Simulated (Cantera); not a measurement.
A perfectly stirred reactor is fed with CH4 : O2 : N2 = 1 : 1.18 : 4.42 (molar parts), at 1.00 bar; it is adiabatic with a 523 K inlet, and is followed from long to short residence time, starting on the burning branch (τ in s: 0.3, 0.1, 0.034, 0.011, 0.0038, 0.0013, 0.00043, 0.00014, 4.9e-05).

Model: GRI-Mech 3.0 (53 species, 325 reactions), integrated in Cantera.

Q: What does this change do: pressure from 1.00 bar to 5.10 bar?

A: 
```json
[
 {"quantity": "blow-out, bracketed by the residence times tried", "before": "burning at 1.30 ms, out at 0.430 ms", "after": "burning at 0.430 ms, out at 0.140 ms"},
 {"quantity": "x(CH4) at τ = 0.300 s", "before": "0.00167", "after": "0.00185"},
 {"quantity": "x(O2) at τ = 0.300 s", "before": "9.84e-5", "after": "4.53e-5"},
 {"quantity": "x(N2O) at τ = 0.300 s", "before": "5.12e-9", "after": "8.19e-10"},
 {"quantity": "x(CH2) at τ = 0.300 s", "before": "5.62e-7", "after": "1.01e-7"},
 {"quantity": "x(CO2) at τ = 0.300 s", "before": "0.0320", "after": "0.0320"},
 {"quantity": "x(CH4) at τ = 3.80 ms", "before": "0.00680", "after": "0.00981"},
 {"quantity": "x(O2) at τ = 3.80 ms", "before": "0.00340", "after": "0.00215"},
 {"quantity": "x(N2O) at τ = 3.80 ms", "before": "5.88e-9", "after": "4.33e-9"},
 {"quantity": "x(CH2) at τ = 3.80 ms", "before": "1.26e-5", "after": "2.66e-6"},
 {"quantity": "x(CO2) at τ = 3.80 ms", "before": "0.0322", "after": "0.0356"}
]
```

Q: What does this change do: inlet temperature 523 to 448 K?

A: 
```tsv
quantity	before	after
blow-out, bracketed by the residence times tried	burning at 1.30 ms, out at 0.430 ms	burning at 1.30 ms, out at 0.430 ms
x(CH4) at τ = 0.300 s	0.00167	0.00269
x(O2) at τ = 0.300 s	9.84e-5	0.000147
x(N2O) at τ = 0.300 s	5.12e-9	2.54e-9
x(CH2) at τ = 0.300 s	5.62e-7	5.00e-7
x(CO2) at τ = 0.300 s	0.0320	0.0335
x(CH4) at τ = 3.80 ms	0.00680	0.00870
x(O2) at τ = 3.80 ms	0.00340	0.00470
x(N2O) at τ = 3.80 ms	5.88e-9	3.98e-9
x(CH2) at τ = 3.80 ms	1.26e-5	1.03e-5
x(CO2) at τ = 3.80 ms	0.0322	0.0326
```
